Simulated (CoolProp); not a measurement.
Propylene at 370.38 K and 0.238 MPa flows at 20 m/s in a round tube of 4.6 mm bore and 0.25 µm roughness, fully developed (64/Re and Nu = 3.66 if laminar; Colebrook and Gnielinski if turbulent). Each further row changes one setting.

Values from CoolProp's reference Helmholtz-energy equation of state, Lemmon 2013.

```tsv
case	Reynolds number	Darcy friction factor	pressure drop (Pa/m)	heat-transfer coefficient (W/(m² K))	mass flow (kg/h)
as stated	28500	0.0239	3440	[?]	3.96
velocity 40 m/s	57000	[?]	[?]	678	7.92
diameter 9.2 mm	57000	0.0204	1470	337	15.8
```

### Question
Fill in the missing entries.

### Answer

- as stated, heat-transfer coefficient (W/(m² K)): 392
- velocity 40 m/s, Darcy friction factor: 0.0205
- velocity 40 m/s, pressure drop (Pa/m): 11800

Viscosity comes from a separate model (Huber 2003), an estimate that may be off by 10 % or more. Thermal conductivity comes from a separate model (Huber 2003), an estimate that may be off by 10 % or more.
